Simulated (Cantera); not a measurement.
What does this Cantera script print?

```python
import numpy as np
import cantera as ct

gas_names = """
    C CH CH2 CH3 CH2OH CH3O CH4 CH3OH CO CO2 COOH C2 C2H CHCO,ketyl C2H2,acetylene C2H2,vinylidene
    CH2CO,ketene C2H3,vinyl CH3CO,acetyl C2H4 C2H4O,ethylen CH3CHO,ethanal CH3COOH (HCOOH)2 C2H5 C2H6
    CH3OCH3 C2H5OH C2O C3 C3H3,propargyl C3H4,allene C3H4,propyne C3H4,cyclo- C3H5,allyl C3H6,propylene
    C3H6,cyclo- C3H6O C3H7,n-propyl C3H7,i-propyl C3H8 C3H8O,1propanol C3H8O,2propanol C3O2 C4 C4H2
    C4H4,1,3-cyclo- C4H6,butadiene C4H6,2-butyne C4H6,cyclo- C4H8,1-butene C4H8,cis2-buten
    C4H8,tr2-butene C4H8,isobutene C4H8,cyclo- (CH3COOH)2 C4H9,n-butyl C4H9,i-butyl C4H9,s-butyl
    C4H9,t-butyl C4H10,isobutane C4H10,n-butane C5 C5H6,1,3cyclo- C5H8,cyclo- C5H10,1-pentene
    C5H10,cyclo- C5H11,pentyl C5H11,t-pentyl C5H12,n-pentane C5H12,i-pentane CH3C(CH3)2CH3 C6H2
    C6H5,phenyl C6H5O,phenoxy C6H6 C6H5OH,phenol C6H10,cyclo- C6H12,1-hexene C6H12,cyclo- C6H13,n-hexyl
    C7H7,benzyl C7H8 C7H8O,cresol C7H14,1-heptene C7H15,n-heptyl C7H16,n-heptane C8H8,styrene
    C8H10,ethylbenz C8H16,1-octene C8H17,n-octyl C8H18,isooctane C8H18,n-octane C9H19,n-nonyl
    C10H8,naphthale C10H21,n-decyl C12H9,o-bipheny C12H10,bipheny H HCO HO2 H2 HCHO,formaldehy HCOOH H2O
    H2O2 O OH O2 O3 Pb PbO Pb2
""".split()
cond_names = """
    C(gr) C6H6(L) C7H8(L) C8H18(L),n-octa H2O(s) H2O(L) Pb(cr) Pb(L) PbO(rd) PbO(yw) PbO(L) PbO2(s)
    Pb3O4(s)
""".split()


def load(file, names, dense=False):
    # The tables refer to 1 bar. Condensed volumes are neglected.
    table = {s.name: s for s in ct.Species.list_from_file(file)}
    out = []
    for n in names:
        d = dict(table[n].input_data)
        d["thermo"] = dict(d["thermo"], **{"reference-pressure": 1e5})
        if dense:
            d["equation-of-state"] = {"model": "constant-volume", "density": "1e6 g/cm^3"}
        out.append(ct.Species.from_dict(d))
    return out


gas = ct.Solution(thermo="ideal-gas", species=load("nasa_gas.yaml", gas_names))
cond = {s.name: ct.Solution(thermo="fixed-stoichiometry", species=[s], name=s.name)
        for s in load("nasa_condensed.yaml", cond_names, dense=True)}
atoms = {
    'Pb': {'Pb': 1},
    'H2O': {'H': 2, 'O': 1},
    'CO': {'C': 1, 'O': 1},
}
top_T = {'C(gr)': 4500, 'Pb3O4(s)': 820}  # K; cautious upper limits of use, not melting points


def equilibrate(T, P, feed):
    n = {}
    for name, mol in feed.items():
        for a, k in atoms[name].items():
            n[a] = n.get(a, 0.0) + k * mol
    gas.TPX = T, P, n
    mass = sum(n.values()) * gas.mean_molecular_weight
    gas.equilibrate("TP")
    valid = [c for c in cond.values() if c.min_temp <= T <= top_T.get(c.name, c.max_temp)]
    mix = ct.Mixture([(gas, mass / gas.mean_molecular_weight)] + [(c, 0.0) for c in valid])
    mix.T, mix.P = T, P
    mix.equilibrate("TP", solver="vcs", rtol=1e-11, max_steps=5000)
    return mix


results = []
T = 825  # K
P = 13332.2  # Pa
for m in [5.6, 11, 16, 21, 26, 31, 36, 42, 47, 52, 57, 62]:
    feed = {'Pb': 1, 'H2O': 0.95, 'CO': m}  # mol
    mix = equilibrate(T, P, feed)
    results.append((T, P, feed, dict(zip(mix.species_names, mix.species_moles))))

top = {s: max(r[3][s] / sum(r[3][g] for g in gas_names) for r in results) for s in gas_names}
cols = sorted((s for s in top if top[s] > 1e-05), key=lambda s: -top[s])[:9]
seen = [c for c in cond_names if any(r[3].get(c, 0) > 1e-12 for r in results)]
print("log10 of partial pressures in bar; condensed amounts in mol")
print(f"{'n(CO)':>10s}" + "".join(f"{s[:9]:>10s}" for s in cols + seen))
for T, P, feed, n in results:
    ng = sum(n[g] for g in gas_names)
    print(f"{feed['CO']:10.4g}" + "".join(f"{np.log10(max(n[s] / ng * P / 1e5, 1e-99)):10.3f}" for s in cols)
          + "".join(f"{n.get(c, 0):10.4g}" for c in seen))
```

It prints:

```
log10 of partial pressures in bar; condensed amounts in mol
     n(CO)       CO2        CO        H2       H2O       CH4     C(gr)     Pb(L)
       5.6    -1.167    -1.410    -1.757    -2.066    -3.558     1.775         1
        11    -1.117    -1.385    -1.987    -2.271    -4.018     3.945         1
        16    -1.098    -1.376    -2.127    -2.402    -4.298     5.949         1
        21    -1.088    -1.371    -2.233    -2.503    -4.510     7.952         1
        26    -1.081    -1.367    -2.318    -2.584    -4.680     9.954         1
        31    -1.076    -1.365    -2.389    -2.653    -4.822     11.95         1
        36    -1.073    -1.363    -2.450    -2.712    -4.944     13.96         1
        42    -1.070    -1.362    -2.514    -2.774    -5.071     16.36         1
        47    -1.068    -1.361    -2.560    -2.820    -5.164     18.36         1
        52    -1.067    -1.360    -2.602    -2.861    -5.248     20.36         1
        57    -1.065    -1.359    -2.641    -2.899    -5.325     22.36         1
        62    -1.064    -1.359    -2.676    -2.934    -5.395     24.36         1
```

Method: chemical equilibrium by Gibbs-energy minimisation in Cantera with the NASA 1993 tables (ideal gas, pure condensed phases).
